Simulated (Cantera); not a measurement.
Cantera with NASA thermochemical tables; ideal gases at 1 bar, condensed phases pure. Values are per mole of reaction as written; species without (g) are pure solids or liquids, kept so even where they would boil at 1 bar. The tables' values for C₂F₄ are old estimates.

4 Cl(g) + 3 CF₂(g) = 2 CF₃(g) + CCl₄(g), with ΔH° = -975.6 kJ and ΔS° = -543.1 J/K at 300 K.

**Question.** How far is the shortcut ΔG° ≈ ΔH°(300 K) − T·ΔS°(300 K) from the full temperature-dependent value at 1475, 1575, 1675, 1775, 1875, 1975, 2075, 2175, 2275, 2375 K?

**Answer.** 
| T (K) | shortcut (kJ) | full (kJ) | difference (kJ) | difference in log10 K |
|---|---|---|---|---|
| 1475 | -174.5 | -167.1 | -7.4 | 0.26 |
| 1575 | -120.2 | -112.5 | -7.7 | 0.26 |
| 1675 | -65.9 | -57.9 | -8.0 | 0.25 |
| 1775 | -11.6 | -3.4 | -8.2 | 0.24 |
| 1875 | 42.7 | 51.1 | -8.4 | 0.23 |
| 1975 | 97.1 | 105.5 | -8.4 | 0.22 |
| 2075 | 151.4 | 159.8 | -8.4 | 0.21 |
| 2175 | 205.7 | 214.0 | -8.4 | 0.20 |
| 2275 | 260.0 | 268.2 | -8.2 | 0.19 |
| 2375 | 314.3 | 322.4 | -8.1 | 0.18 |
The shortcut ignores the heat-capacity change of the reaction.
